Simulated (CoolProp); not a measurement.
Sulfur hexafluoride at 413.27 K and 0.3 MPa flows at 0.22 m/s in a round tube of 1 mm bore and 1.5 µm roughness, fully developed (64/Re and Nu = 3.66 if laminar; Colebrook and Gnielinski if turbulent). Each further row changes one setting.

Values from CoolProp's reference Helmholtz-energy equation of state, Guder 2009.

```
case               Reynolds number  Darcy friction factor  pressure drop (Pa/m)  heat-transfer coefficient (W/(m² K))  mass flow (kg/h)
-----------------  ---------------  ---------------------  --------------------  ------------------------------------  ----------------
as stated                      ___                    ___                   ___                                  79.6               ___
velocity 0.44 m/s              279                  0.229                   286                                  79.6               ___
diameter 2 mm                  279                  0.229                   ___                                   ___               ___
```

### Question
Some entries are withheld; supply them.

### Answer

- as stated, Reynolds number: 139
- as stated, Darcy friction factor: 0.459
- as stated, pressure drop (Pa/m): 143
- as stated, mass flow (kg/h): 0.00802
- velocity 0.44 m/s, mass flow (kg/h): 0.0160
- diameter 2 mm, pressure drop (Pa/m): 35.8
- diameter 2 mm, heat-transfer coefficient (W/(m² K)): 39.8
- diameter 2 mm, mass flow (kg/h): 0.0321

Viscosity comes from a separate model (Quiñones-Cisneros 2012). Thermal conductivity comes from a separate model (Assael 2012).
